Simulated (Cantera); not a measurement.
Input (Python, Cantera):

```python
import numpy as np
import cantera as ct

gas = ct.Solution("gri30.yaml")
gas.TPX = 1550, 140000, {'CH4': 1, 'N2': 140}
inlet = ct.Reservoir(gas, clone=True)

reactor = ct.IdealGasConstPressureReactor(gas, energy="off", clone=False)
exhaust = ct.Reservoir(gas, clone=True)
tau = [2.4, 1.2, 0.61, 0.31, 0.15, 0.078, 0.039, 0.02, 0.0099, 0.005][0]
for a, b in ((inlet, reactor), (reactor, exhaust)):
    ct.MassFlowController(a, b, mdot=lambda t: reactor.mass / tau)
net = ct.ReactorNet([reactor])
show = ['CH4', 'C2H2', 'HCN', 'H', 'C2H6', 'CH2']

rows = []
print(f"{'tau/s':>10s}{'T/K':>9s}" + "".join(f"{s:>11s}" for s in show))
for tau in [2.4, 1.2, 0.61, 0.31, 0.15, 0.078, 0.039, 0.02, 0.0099, 0.005]:
    net.initial_time = 0.0
    net.advance(30 * tau)
    before = gas.X
    net.advance(40 * tau)
    drift = np.max(np.abs(gas.X - before) / (gas.X + 1e-9))
    rows.append([gas.T, *gas[show].X, drift])
    print(f"{tau:10.3e}{gas.T:9.1f}" + "".join(f"{x:11.3e}" for x in gas[show].X))
```

Output:

```
     tau/s      T/K        CH4       C2H2        HCN          H       C2H6        CH2
 2.400e+00   1550.0  2.035e-03  2.488e-03  3.002e-07  2.069e-06  1.503e-06  2.630e-09
 1.200e+00   1550.0  2.664e-03  2.164e-03  1.925e-07  1.863e-06  2.731e-06  3.577e-09
 6.100e-01   1550.0  3.363e-03  1.799e-03  1.188e-07  1.632e-06  4.718e-06  4.774e-09
 3.100e-01   1550.0  4.101e-03  1.404e-03  6.925e-08  1.380e-06  7.789e-06  6.277e-09
 1.500e-01   1550.0  4.868e-03  9.825e-04  3.599e-08  1.102e-06  1.253e-05  8.219e-09
 7.800e-02   1550.0  5.486e-03  6.351e-04  1.825e-08  8.554e-07  1.797e-05  1.012e-08
 3.900e-02   1550.0  6.040e-03  3.323e-04  7.696e-09  6.055e-07  2.384e-05  1.183e-08
 2.000e-02   1550.0  6.470e-03  1.333e-04  2.644e-09  3.865e-07  2.663e-05  1.216e-08
 9.900e-03   1550.0  6.799e-03  3.213e-05  5.923e-10  2.050e-07  2.224e-05  9.887e-09
 5.000e-03   1550.0  6.975e-03  4.891e-06  1.029e-10  1.020e-07  1.274e-05  5.981e-09
```

Cantera simulation using GRI-Mech 3.0 (53 species, 325 reactions); the numbers are that mechanism's predictions, not measurements. GRI-Mech 3.0 stops at C3 and has no aromatics, soot or wall deposition, so with more carbon than oxygen in the feed, carbon stays in small species such as C2H2 where larger ones or solid carbon would form.
